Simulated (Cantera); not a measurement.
Feed: 1 mol Ni, 0.0049 mol H2S, 1 mol N2, equilibrated at 80.0 mbar.

Equilibrium computed with Cantera from the NASA thermochemical tables; the gas is ideal and each condensed phase is pure. Candidate condensed phases: Ni, NiS, NiS2, Ni3S2, Ni3S4, S; 17 gas species. Metal and sulfide melt together well below either melting point, which pure phases cannot show. Mutual solubility and eutectic melting of coexisting phases are not modelled. Gases not in the tables: S3 to S7. Equilibrium is a limit: real reactors are often held back by kinetics, nucleation or transport.

### Question
Which condensed phases are stable at each of these points (T (K)): 725, 825, 925, 1025, 1125, 1225, 1325, 1425, 1525?

### Answer
```
T (K)  condensed phases  Ni condensed (%)
-----  ----------------  ----------------
725    Ni(s) + Ni3S2(s)             100.0
825    Ni(s) + Ni3S2(s)             100.0
925    Ni(s) + Ni3S2(s)             100.0
1025   Ni(s) + Ni3S2(s)             100.0
1125   Ni(s) + Ni3S2(l)             100.0
1225   Ni(s) + Ni3S2(l)             100.0
1325   Ni(s) + Ni3S2(l)             100.0
1425   Ni(s) + Ni3S2(l)             100.0
1525   Ni(s) + Ni3S2(l)             100.0
```

From 725 K to 1025 K the condensed part is Ni(s) + Ni3S2(s). From 1125 K to 1525 K the condensed part is Ni(s) + Ni3S2(l).
